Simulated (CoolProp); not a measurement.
A simple Rankine cycle with R236FA: condensing at 302.15 K, boiler at 1.27 MPa, turbine inlet 368.9 K, turbine efficiency 0.65, pump efficiency 0.6, no recuperator. Each further row changes one setting.

Values from CoolProp's reference Helmholtz-energy equation of state, Pan 2012.

| case | thermal efficiency (%) | net work (kJ/kg) | heat in (kJ/kg) | turbine exit temperature (K) | volume ratio over the turbine |
|---|---|---|---|---|---|
| as stated | 7.3 | 13.9 | 190 | 338.6 | 4.51 |
| turbine inlet 388.9 K | 7.3 | 15.4 | 212 | … | 4.35 |
| condensing temperature 294.15 K | 8.4 | 16.8 | 200 | 334.2 | 5.90 |
| boiler pressure 0.889 MPa | 5.7 | 11.3 | … | … | … |
| turbine efficiency 0.55 | … | 11.6 | 190 | 341.1 | 4.55 |

Problem. Fill in the missing entries.

Solution. 
- turbine inlet 388.9 K, turbine exit temperature (K): 360.6
- boiler pressure 0.889 MPa, heat in (kJ/kg): 196
- boiler pressure 0.889 MPa, turbine exit temperature (K): 348.5
- boiler pressure 0.889 MPa, volume ratio over the turbine: 2.98
- turbine efficiency 0.55, thermal efficiency (%): 6.1
